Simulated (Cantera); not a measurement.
## Thermal oxidation and active oxidation of silicon: Si + H₂O + H₂

Feed: 1 mol Si, 0.0033 mol H₂O, 610 mol H₂, at 1 atm.

Equilibrium computed with Cantera from the NASA thermochemical tables; the gas is ideal and each condensed phase is pure. Candidate condensed phases: H₂O, Si, SiO₂; 18 gas species. Gases not in the tables: Si₂H₆ and higher silanes. The numbers say what is thermodynamically allowed, not how fast it happens.

| T (K) | x H₂ | x H | x SiH₂ | x Si | x SiH | x SiO | x SiH₄ | x SiH₃ | n Si(s) | n Si(l) |
|---|---|---|---|---|---|---|---|---|---|---|
| 1373 | 1.000 | 3.31e-6 | 2.51e-7 | 3.83e-10 | 2.19e-9 | 5.31e-6 | 8.77e-7 | 3.18e-9 | 0.996 | 0 |
| 1423 | 1.000 | 6.60e-6 | 5.26e-7 | 1.51e-9 | 6.80e-9 | 5.35e-6 | 9.41e-7 | 5.86e-9 | 0.996 | 0 |
| 1473 | 1.000 | 1.26e-5 | 1.05e-6 | 5.40e-9 | 1.95e-8 | 5.37e-6 | 1.01e-6 | 1.04e-8 | 0.995 | 0 |
| 1523 | 1.000 | 2.30e-5 | 2.01e-6 | 1.78e-8 | 5.23e-8 | 5.38e-6 | 1.07e-6 | 1.77e-8 | 0.995 | 0 |
| 1573 | 1.000 | 4.04e-5 | 3.67e-6 | 5.43e-8 | 1.32e-7 | 5.39e-6 | 1.13e-6 | 2.91e-8 | 0.994 | 0 |
| 1623 | 1.000 | 6.87e-5 | 6.47e-6 | 1.54e-7 | 3.12e-7 | 5.39e-6 | 1.20e-6 | 4.65e-8 | 0.992 | 0 |
| 1673 | 1.000 | 0.000113 | 1.10e-5 | 4.12e-7 | 7.02e-7 | 5.40e-6 | 1.26e-6 | 7.22e-8 | 0.988 | 0 |
| 1723 | 1.000 | 0.000181 | 1.70e-5 | 9.71e-7 | 1.40e-6 | 5.40e-6 | 1.24e-6 | 1.02e-7 | 0 | 0.984 |
| 1773 | 1.000 | 0.000283 | 2.47e-5 | 2.10e-6 | 2.61e-6 | 5.40e-6 | 1.17e-6 | 1.36e-7 | 0 | 0.978 |
| 1823 | 1.000 | 0.000430 | 3.51e-5 | 4.36e-6 | 4.69e-6 | 5.40e-6 | 1.12e-6 | 1.80e-7 | 0 | 0.969 |
| 1873 | 0.999 | 0.000641 | 4.90e-5 | 8.70e-6 | 8.16e-6 | 5.40e-6 | 1.07e-6 | 2.33e-7 | 0 | 0.956 |
| 1923 | 0.999 | 0.000935 | 6.72e-5 | 1.67e-5 | 1.38e-5 | 5.40e-6 | 1.02e-6 | 2.99e-7 | 0 | 0.936 |
x: gas mole fraction; n: condensed amount in mol.

From 1373 K to 1673 K the condensed part is Si(s). From 1723 K to 1923 K the condensed part is Si(l). The main Si-bearing gas is SiO at 1373 K and SiH₂ at 1923 K.
